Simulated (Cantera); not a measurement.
**CHF3 + CH4 + H2 (fluorocarbon and chlorocarbon gases)**

Input: 1 mol CHF3, a varied amount of CH4, 0.48 mol H2, held at 1775 K and 33.0 Torr.

These are equilibrium values from Cantera (NASA tables, ideal gas, pure condensed phases), not measurements of a reactor. Candidate condensed phases: C, C6H6, C7H8, C8H18; 95 gas species. Gases not in the tables: C2F6 and larger saturated fluorocarbons. Equilibrium is a limit: real reactors are often held back by kinetics, nucleation or transport.

From 0.024 mol CH4 to 0.33 mol CH4 the condensed part is C(graphite). The main C-bearing gas is CF4 at 0.024 mol CH4 and C2H2 (acetylene) at 0.33 mol CH4. The share of C in condensed phases is highest at 0.33 mol CH4 (100.0 %) and lowest at 0.024 mol CH4 (76.7 %).

```json
[
 {"n(CH4) (mol)": "0.024", "log p HF": "-1.40", "log p CF4": "-2.35", "log p H2": "-8.38", "log p CF2": "-4.04", "log p F": "-4.58", "log p H": "-7.73", "log p CF3": "-5.05", "log p C2H2 (acetylene)": "-12.23", "n C(graphite)": "0.786"},
 {"n(CH4) (mol)": "0.034", "log p HF": "-1.40", "log p CF4": "-2.37", "log p H2": "-8.37", "log p CF2": "-4.05", "log p F": "-4.59", "log p H": "-7.72", "log p CF3": "-5.06", "log p C2H2 (acetylene)": "-12.21", "n C(graphite)": "0.806"},
 {"n(CH4) (mol)": "0.047", "log p HF": "-1.40", "log p CF4": "-2.41", "log p H2": "-8.34", "log p CF2": "-4.07", "log p F": "-4.60", "log p H": "-7.71", "log p CF3": "-5.09", "log p C2H2 (acetylene)": "-12.19", "n C(graphite)": "0.832"},
 {"n(CH4) (mol)": "0.065", "log p HF": "-1.39", "log p CF4": "-2.46", "log p H2": "-8.31", "log p CF2": "-4.10", "log p F": "-4.61", "log p H": "-7.69", "log p CF3": "-5.13", "log p C2H2 (acetylene)": "-12.16", "n C(graphite)": "0.868"},
 {"n(CH4) (mol)": "0.09", "log p HF": "-1.39", "log p CF4": "-2.53", "log p H2": "-8.26", "log p CF2": "-4.13", "log p F": "-4.63", "log p H": "-7.67", "log p CF3": "-5.18", "log p C2H2 (acetylene)": "-12.11", "n C(graphite)": "0.918"},
 {"n(CH4) (mol)": "0.12", "log p HF": "-1.38", "log p CF4": "-2.63", "log p H2": "-8.20", "log p CF2": "-4.18", "log p F": "-4.65", "log p H": "-7.64", "log p CF3": "-5.26", "log p C2H2 (acetylene)": "-12.04", "n C(graphite)": "0.978"},
 {"n(CH4) (mol)": "0.17", "log p HF": "-1.37", "log p CF4": "-2.85", "log p H2": "-8.07", "log p CF2": "-4.29", "log p F": "-4.71", "log p H": "-7.57", "log p CF3": "-5.42", "log p C2H2 (acetylene)": "-11.92", "n C(graphite)": "1.08"},
 {"n(CH4) (mol)": "0.24", "log p HF": "-1.36", "log p CF4": "-3.55", "log p H2": "-7.70", "log p CF2": "-4.64", "log p F": "-4.88", "log p H": "-7.39", "log p CF3": "-5.94", "log p C2H2 (acetylene)": "-11.54", "n C(graphite)": "1.22"},
 {"n(CH4) (mol)": "0.33", "log p HF": "-1.38", "log p CF4": "<-13", "log p H2": "-2.71", "log p CF2": "-9.66", "log p F": "-7.39", "log p H": "-4.89", "log p CF3": "<-13", "log p C2H2 (acetylene)": "-6.56", "n C(graphite)": "1.33"}
]
```
log p: log10 of the partial pressure in bar; n: condensed amount in mol.
